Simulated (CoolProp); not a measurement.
Vapour-liquid equilibrium of C2F6 (R116) (1) + R143a (2) at 0.54 bar; x and y are mole fractions of (1).

Computed with CoolProp (multi-fluid Helmholtz-energy mixture model, Lemmon 2006 and Lemmon and Jacobsen 2000; pair parameters Bell 2016).

Q: Give the bubble temperature and the first vapour's composition at x = 0.05, 0.5, 0.65. Is there an azeotrope?

A: x = 0.05: 203.6 K, y = 0.450; x = 0.5: 186.1 K, y = 0.869; x = 0.65: 185.5 K, y = 0.883. No azeotrope shows between x = 0.05 and 0.95.

The pair parameters rest on a limited set of measurements; away from them the model extrapolates. With so large a gap from Raoult's law the liquid may split in two, which this calculation doesn't test in full.
